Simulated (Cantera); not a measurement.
Input (Python, Cantera):

```python
import numpy as np
import cantera as ct

gas = ct.Solution("gri30.yaml")
gas.TPX = 1898, 1400, {'CH4': 1, 'H2': 62}
reactor = ct.IdealGasConstPressureReactor(gas, energy="off", clone=False)
net = ct.ReactorNet([reactor])
net.rtol, net.atol = 1e-08, 1e-18
show = ['CH4', 'H2', 'C2H', 'C2H2', 'C2H6', 'CH3', 'CH2']
times = np.geomspace(8e-05, 1, 14)

steps = ct.SolutionArray(gas, extra=["t"])
rows = []
print(f"{'t/s':>10s}{'T/K':>9s}{'P/Pa':>11s}" + "".join(f"{s:>11s}" for s in show))
for t in times:
    while net.time < t:
        t_next = net.step()
        steps.append(gas.state, t=t_next)
    rows.append([np.interp(t, steps.t, y) for y in (steps.T, steps.P, *steps(*show).X.T)])
    print(f"{t:10.3e}{rows[-1][0]:9.1f}{rows[-1][1]:11.4g}" + "".join(f"{x:11.3e}" for x in rows[-1][2:]))
rate = np.gradient(steps.T, steps.t)
print("integrator steps:", len(steps.t))
if steps.T.max() > steps.T[0] + 200:
    print(f"time of steepest temperature rise: {steps.t[rate.argmax()]:.4e} s")
gas.TPX = 1898, 1400, {'CH4': 1, 'H2': 62}
gas.equilibrate("TP")
print(f"equilibrium (TP): T = {gas.T:.1f} K  " + "  ".join(f"{s} {gas[s].X[0]:.3e}" for s in show))
```

Output:

```
       t/s      T/K       P/Pa        CH4         H2        C2H       C2H2       C2H6        CH3        CH2
 8.000e-05   1898.0       1400  1.587e-02  9.841e-01  4.654e-21  4.972e-14  4.307e-12  3.295e-06  2.206e-11
 1.653e-04   1898.0       1400  1.587e-02  9.841e-01  1.767e-19  8.626e-13  2.811e-11  6.044e-06  9.627e-11
 3.415e-04   1898.0       1400  1.586e-02  9.841e-01  6.360e-18  1.460e-11  1.696e-10  1.168e-05  4.267e-10
 7.056e-04   1898.0       1400  1.585e-02  9.841e-01  2.377e-16  2.602e-10  9.262e-10  2.329e-05  1.873e-09
 1.458e-03   1898.0       1400  1.582e-02  9.840e-01  9.279e-15  4.896e-09  4.458e-09  4.722e-05  8.075e-09
 3.012e-03   1898.0       1400  1.577e-02  9.838e-01  3.793e-13  9.666e-08  1.923e-08  9.633e-05  3.429e-08
 6.223e-03   1898.0       1400  1.566e-02  9.835e-01  1.508e-11  1.862e-06  7.422e-08  1.962e-04  1.425e-07
 1.286e-02   1898.0       1400  1.538e-02  9.829e-01  4.702e-10  2.844e-05  2.438e-07  3.922e-04  5.640e-07
 2.656e-02   1898.0       1400  1.452e-02  9.820e-01  8.706e-09  2.730e-04  5.796e-07  7.125e-04  1.875e-06
 5.488e-02   1898.0       1400  1.191e-02  9.819e-01  7.214e-08  1.450e-03  6.898e-07  9.110e-04  3.618e-06
 1.134e-01   1898.0       1400  7.573e-03  9.835e-01  2.218e-07  3.703e-03  3.460e-07  6.975e-04  3.446e-06
 2.343e-01   1898.0       1400  3.816e-03  9.850e-01  3.834e-07  5.711e-03  9.973e-08  3.943e-04  2.299e-06
 4.840e-01   1898.0       1400  1.655e-03  9.856e-01  5.117e-07  6.879e-03  2.093e-08  1.895e-04  1.271e-06
 1.000e+00   1898.0       1400  6.799e-04  9.857e-01  5.962e-07  7.410e-03  3.837e-09  8.427e-05  6.238e-07
integrator steps: 788
equilibrium (TP): T = 1898.0 K  CH4 3.497e-05  H2 9.856e-01  C2H 6.742e-07  C2H2 7.765e-03  C2H6 1.437e-11  CH3 4.677e-06  CH2 3.798e-08
```

Detailed kinetics in Cantera: GRI-Mech 3.0 (53 species, 325 reactions). GRI-Mech 3.0 stops at C3 and has no aromatics, soot or wall deposition, so with more carbon than oxygen in the feed, carbon stays in small species such as C2H2 where larger ones or solid carbon would form. Radical loss at walls, strong at low pressure, is not modelled.
